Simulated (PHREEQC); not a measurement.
Dissolve 2.4 mmol/kgw HF, 1.1 mmol/kgw Na2SO4 and 0.035 mmol/kgw NaCl at 25 °C and 100 atm. Closed to the air; pH follows from the charge balance.

The numbers come from PHREEQC with the ion-association model, phreeqc.dat.

Each row changes one thing in this solution. Precipitation was switched off in this run.

```json
[
 {"case": "as made", "pH": "3.03", "ionic strength (mol/kgw)": "0.00425", "SI of Halite (NaCl)": "-8.76"},
 {"case": "HF left out", "pH": "6.99", "ionic strength (mol/kgw)": "0.00332", "SI of Halite (NaCl)": "-8.75"},
 {"case": "Na2SO4 left out", "pH": "3.01", "ionic strength (mol/kgw)": "?", "SI of Halite (NaCl)": "-10.53"},
 {"case": "temperature from 25 to 55 °C", "pH": "3.13", "ionic strength (mol/kgw)": "0.00399", "SI of Halite (NaCl)": "-8.78"},
 {"case": "NaCl from 3.5e-05 to 0.00035 mol/kgw", "pH": "3.03", "ionic strength (mol/kgw)": "?", "SI of Halite (NaCl)": "-7.70"}
]
```

### Question
Fill in the missing entries.

### Answer

- Na2SO4 left out, ionic strength (mol/kgw): 0.00106
- NaCl from 3.5e-05 to 0.00035 mol/kgw, ionic strength (mol/kgw): 0.00457

Species that the database lacks are ignored. Under pressure, the constants of complexes without a molar volume in the database are unreliable. At this temperature some constants are extrapolated from 25 °C, and those without enthalpy data are left unchanged.
